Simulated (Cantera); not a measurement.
What does this Cantera script print?

```python
import numpy as np
import cantera as ct

gas_names = """
    C3H8 H2
""".split()
cond_names = """
    Ta(cr) Ta(L) TaC(s) TaC(L)
""".split()


def load(file, names, dense=False):
    # The tables refer to 1 bar. Condensed volumes are neglected.
    table = {s.name: s for s in ct.Species.list_from_file(file)}
    out = []
    for n in names:
        d = dict(table[n].input_data)
        d["thermo"] = dict(d["thermo"], **{"reference-pressure": 1e5})
        if dense:
            d["equation-of-state"] = {"model": "constant-volume", "density": "1e6 g/cm^3"}
        out.append(ct.Species.from_dict(d))
    return out


species = {s.name: s for s in load("nasa_gas.yaml", gas_names) + load("nasa_condensed.yaml", cond_names)}
# Each term lists the table entries of one substance; the one whose range holds T is used.
reactions = {
    'C3H8(g) + 3 Ta = 4 H2(g) + 3 TaC':
        [(-1, ['C3H8']), (-3, ['Ta(cr)', 'Ta(L)']), (4, ['H2']), (3, ['TaC(s)', 'TaC(L)'])],
}


def pick(names, T):
    return next(species[n] for n in names if species[n].thermo.min_temp <= T <= species[n].thermo.max_temp)


results = []
for label, terms in reactions.items():
    print(label)
    print("     T/K   dH/kJ  dS/(J/K)   dG/kJ   log10 K")
    for T in [1748, 1898, 2048, 2198, 2348, 2498, 2648, 2798, 2948]:
        used = [(nu, pick(names, T)) for nu, names in terms]
        dH = sum(nu * s.thermo.h(T) for nu, s in used) / 1e6
        dS = sum(nu * s.thermo.s(T) for nu, s in used) / 1e3
        dG = dH - T * dS / 1e3
        logK = -dG * 1e6 / (ct.gas_constant * T * np.log(10))
        results.append((label, T, dH, dS, dG, logK, [s.name for _, s in used]))
        print(f"{T:8g} {dH:8.1f} {dS:8.1f} {dG:8.1f} {logK:8.2f}")
```

Result:

```
C3H8(g) + 3 Ta = 4 H2(g) + 3 TaC
     T/K   dH/kJ  dS/(J/K)   dG/kJ   log10 K
    1748   -292.5    320.4   -852.4    25.47
    1898   -292.6    320.3   -900.5    24.78
    2048   -292.9    320.1   -948.5    24.19
    2198   -293.2    320.0   -996.5    23.68
    2348   -293.5    319.8  -1044.5    23.24
    2498   -293.9    319.7  -1092.5    22.84
    2648   -294.3    319.5  -1140.4    22.50
    2798   -294.9    319.3  -1188.3    22.18
    2948   -295.7    319.0  -1236.2    21.90
```

Standard-state values (1 bar) from the NASA 1993 polynomials, evaluated with Cantera. TaC: taken at fixed stoichiometry. Condensed species are held in their standard states even where they would react or evaporate.
